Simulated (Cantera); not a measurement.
Cantera run:

```python
import numpy as np
import cantera as ct

gas_names = """
    H HO2 H2 H2O H2O2 O OH O2 O3 Ti TiO TiO2
""".split()
cond_names = """
    H2O(s) H2O(L) Ti(a) Ti(b) Ti(L) TiO(a) TiO(b) TiO(L) TiO2(ru) TiO2(L) Ti2O3(a) Ti2O3(b) Ti2O3(L)
    Ti3O5(a) Ti3O5(b) Ti3O5(L) Ti4O7(s) Ti4O7(L)
""".split()


# ... load() reads the species with a 1 bar reference pressure and builds the phases ...
atoms = {
    'Ti': {'Ti': 1},
    'O2': {'O': 2},
    'H2': {'H': 2},
}
top_T = {}  # K; cautious upper limits of use, not melting points


# ... equilibrate(T, P, feed) seeds the gas with the atoms and calls Mixture.equilibrate('TP', solver="vcs", rtol=1e-11, max_steps=5000) ...
results = []
feed = {'Ti': 1, 'O2': 0.15, 'H2': 18}  # mol
T = 1725  # K
for P in [10, 28, 77, 220, 600, 1700, 4600, 13000, 36000, 100000]:
    mix = equilibrate(T, P, feed)
    results.append((T, P, feed, dict(zip(mix.species_names, mix.species_moles))))
    x = sorted(zip(gas.X, gas.species_names), reverse=True)
    print(f"T = {T:g} K  P = {P:g} Pa  gas = {mix.phase_moles(0):.4g} mol")
    print("   x: " + "  ".join(f"{s} {v:.3e}" for v, s in x if v > 0.0001))
    print("   condensed (mol): " + ("  ".join(f"{mix.phase(i).name} {mix.phase_moles(i):.4g}"
          for i in range(1, mix.n_phases) if mix.phase_moles(i) > 1e-12) or "none"))
```

Output:

```
T = 1725 K  P = 10 Pa  gas = 18.19 mol
   x: H2 9.803e-01  H 1.839e-02  Ti 1.300e-03
   condensed (mol): Ti(b) 0.6764  TiO(b) 0.2994
T = 1725 K  P = 28 Pa  gas = 18.11 mol
   x: H2 9.885e-01  H 1.104e-02  Ti 4.643e-04
   condensed (mol): Ti(b) 0.6916  TiO(b) 0.2998
T = 1725 K  P = 77 Pa  gas = 18.06 mol
   x: H2 9.932e-01  H 6.670e-03  Ti 1.688e-04
   condensed (mol): Ti(b) 0.697  TiO(b) 0.2999
T = 1725 K  P = 220 Pa  gas = 18.04 mol
   x: H2 9.960e-01  H 3.952e-03
   condensed (mol): Ti(b) 0.6989  TiO(b) 0.3
T = 1725 K  P = 600 Pa  gas = 18.02 mol
   x: H2 9.976e-01  H 2.395e-03
   condensed (mol): Ti(b) 0.6996  TiO(b) 0.3
T = 1725 K  P = 1700 Pa  gas = 18.01 mol
   x: H2 9.986e-01  H 1.423e-03
   condensed (mol): Ti(b) 0.6999  TiO(b) 0.3
T = 1725 K  P = 4600 Pa  gas = 18.01 mol
   x: H2 9.991e-01  H 8.656e-04
   condensed (mol): Ti(b) 0.7  TiO(b) 0.3
T = 1725 K  P = 13000 Pa  gas = 18 mol
   x: H2 9.995e-01  H 5.150e-04
   condensed (mol): Ti(b) 0.7  TiO(b) 0.3
T = 1725 K  P = 36000 Pa  gas = 18 mol
   x: H2 9.997e-01  H 3.095e-04
   condensed (mol): Ti(b) 0.7  TiO(b) 0.3
T = 1725 K  P = 100000 Pa  gas = 18 mol
   x: H2 9.998e-01  H 1.857e-04
   condensed (mol): Ti(b) 0.7  TiO(b) 0.3
```

Method: chemical equilibrium by Gibbs-energy minimisation in Cantera with the NASA 1993 tables (ideal gas, pure condensed phases). Mutual solubility and eutectic melting of coexisting phases are not modelled. TiO: taken at fixed stoichiometry. Condensed phases not in the tables: N, O or C dissolved in the metal.
